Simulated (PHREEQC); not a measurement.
1 kg of water holding 4.2 mmol/kgw Na2SO4, 57 mmol/kgw NaCl and 20 mmol/kgw KCl is evaporated at 75 °C; the solids stay in contact with the brine. The system is closed to CO2. Solids allowed: Arcanite, Glaserite, Halite, Mirabilite, Misenite, Sylvite, Thenardite. Others were left out.

The series has 28 steps of water left (kg), from 1 to 0.005012.

Equilibrium calculation in PHREEQC: Pitzer model, pitzer.dat.

Q: Which solids form, in which order, and at which step of the series does each first stand?

A: Halite from water left = 0.00903 kg; Glaserite from water left = 0.006093 kg.

Complexes and solids missing from the database can't appear. At this temperature some constants are extrapolated from 25 °C, and those without enthalpy data are left unchanged.
